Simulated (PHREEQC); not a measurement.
Make-up at 20 °C: 0.0092 mol/kgw MnCl2. Closed to the air; pH follows from the charge balance.

The numbers come from PHREEQC with the ion-association model, phreeqc.dat.

Each row changes one thing in this solution. This is a speciation only: nothing precipitates in the calculation.

```csv
case,pH,ionic strength (mol/kgw)
as made,6.52,0.0269
MnCl2 from 0.0092 to 0.0138 mol/kgw,6.45,0.0399
MnCl2 from 0.0092 to 0.046 mol/kgw,6.27,0.127
MnCl2 replaced by NH4Cl at the same molality,5.76,0.00920
MnCl2 from 0.0092 to 0.092 mol/kgw,6.18,0.243
0.00043 mol/kgw H2SO4 added,3.13,0.0277
0.018 mol/kgw NaCl added,6.54,0.0444
```
